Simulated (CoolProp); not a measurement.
Vapour-liquid equilibrium of hydrogen sulfide (1) + n-hexane (2) at 338.8 K; x and y are mole fractions of (1).

Model: multi-fluid Helmholtz-energy mixture model, Lemmon 2006 and Thol 2019; pair parameters Kunz 2012, in CoolProp.

Problem. Give the bubble pressure and the first vapour's composition at x = 0.05, 0.5, 0.8. Is there an azeotrope?

Solution. x = 0.05: 0.3149 MPa, y = 0.703; x = 0.5: 2.353 MPa, y = 0.960; x = 0.8: 3.668 MPa, y = 0.981. No azeotrope shows between x = 0.05 and 0.95.

Pair parameters are fitted to limited data, so mixtures are less certain than the pure fluids. The gap from Raoult's law changes sign with composition, which may be real or a fault of the pair parameters; it wasn't checked against measurements.
